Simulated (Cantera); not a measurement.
A closed system holds: 1 mol SiO₂, 1.1 mol N₂.

Cantera equilibrium calculation (NASA polynomials, part measured and part estimated; ideal gas, pure solids and liquids). Candidate condensed phases: Si, SiO₂, Si₂N₂O, Si₃N₄; 16 gas species. The tables hold silica as quartz up to 1696 K and as liquid above; real silica turns to tridymite and cristobalite and melts near 1996 K. Equilibrium is a limit: real reactors are often held back by kinetics, nucleation or transport.

Q: What condenses at these points (T in K, P in Pa): (2348, 1000); (2198, 1); (2298, 1); (2498, 63000); (2098, 63000)?

A: 
| T (K) | P in Pa | condensed phases | Si condensed (%) |
|---|---|---|---|
| 2348 | 1000 | SiO₂ | 86.7 |
| 2198 | 1 | gas only | 0.0 |
| 2298 | 1 | gas only | 0.0 |
| 2498 | 63000 | SiO₂ | 99.0 |
| 2098 | 63000 | SiO₂ | 100.0 |
